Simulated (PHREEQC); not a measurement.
PHREEQC input (ion-association model, phreeqc.dat):

```
SOLUTION_SPECIES
  CO3-2 + 10 H+ + 8 e- = CH4 + 3 H2O  # shut off: no methane
    -log_k -100
    -delta_h 0
    -analytic -100
SOLUTION 1
  temp 25
  units mol/kgw
  pH 7 charge
  C(4) 0.018
  Na 0.018
END
SELECTED_OUTPUT 1
  -reset false
  -pH true
  -pe true
  -ionic_strength true
  -water true
  -totals C Na C(-4) C(4) Hdg
  -molalities H+ Na+ CO3-2 OH- HCO3- CO2 (CO2)2 NaOH NaCO3- NaHCO3
USER_PUNCH 1
  -headings p_CO2(g) phi_CO2(g) p_Hdg(g) phi_Hdg(g) p_H2O(g) phi_H2O(g) density
  10 PUNCH PR_P("CO2(g)"), PR_PHI("CO2(g)"), PR_P("Hdg(g)"), PR_PHI("Hdg(g)"), PR_P("H2O(g)"), PR_PHI("H2O(g)"), RHO
PRINT
  -reset false
USE solution 1
REACTION_TEMPERATURE 1
  50
GAS_PHASE 1
  -fixed_pressure
  -pressure 2
  -temperature 50
  -volume 20
  CO2(g) 0.64
  Hdg(g) 1.36
  H2O(g) 0
END
# ... the last block is repeated for the other 12 points of P (atm)
```

Selected output (columns that matter, 13 of 13 rows; P (atm) added in front):

```
P (atm)	pH	mu	C	Na	Hdg	m_H+	m_Na+	p_CO2(g)	phi_CO2(g)	p_Hdg(g)	phi_Hdg(g)	p_H2O(g)	phi_H2O(g)	density
2	6.4231	0.017914	0.029409	0.018032	0.00093569	4.2464e-07	0.017908	0.59138	0.99374	1.2858	1.0014	0.12286	0.9878	0.9892
5	6.0133	0.017912	0.047245	0.018031	0.0024266	1.0908e-06	0.017909	1.5352	0.98501	3.3397	1.0031	0.12504	0.97228	0.98944
10	5.7142	0.017913	0.076078	0.018032	0.0049008	2.1721e-06	0.01791	3.1091	0.97076	6.7621	1.0059	0.12874	0.94708	0.98984
20	5.4245	0.017916	0.13053	0.018034	0.0098096	4.2314e-06	0.017911	6.2601	0.94323	13.603	1.0117	0.13643	0.89891	0.99062
30	5.2614	0.017918	0.18092	0.018036	0.014668	6.1608e-06	0.017912	9.4151	0.91692	20.44	1.0177	0.14453	0.85359	0.99136
40	5.1495	0.017921	0.22749	0.018038	0.019477	7.9697e-06	0.017913	12.574	0.89181	27.273	1.0237	0.15304	0.81097	0.99206
50	5.0657	0.017924	0.2705	0.018041	0.024239	9.6667e-06	0.017914	15.735	0.86785	34.103	1.0299	0.16197	0.77091	0.99274
75	4.9214	0.017931	0.36399	0.018047	0.035945	1.3474e-05	0.017918	23.652	0.81274	51.162	1.0458	0.18617	0.68107	0.9943
100	4.8268	0.017938	0.44023	0.018054	0.04738	1.6749e-05	0.017922	31.583	0.76398	68.204	1.0623	0.2131	0.60436	0.99572
150	4.7065	0.017953	0.55299	0.01807	0.069466	2.209e-05	0.017931	47.475	0.68314	102.25	1.0962	0.27513	0.4832	0.99822
200	4.6305	0.017968	0.62847	0.018088	0.090519	2.6309e-05	0.017942	63.392	0.62082	136.26	1.1309	0.34762	0.39498	1.0004
300	4.533	0.017999	0.71645	0.018127	0.12949	3.2916e-05	0.017965	95.258	0.53653	204.22	1.2013	0.51943	0.28214	1.0043
400	4.4651	0.018027	0.76312	0.018167	0.16433	3.8461e-05	0.017988	127.14	0.48778	272.14	1.2729	0.71784	0.21796	1.0078
```

Complexes and solids missing from the database can't appear. Constants without temperature data keep their 25 °C values here.
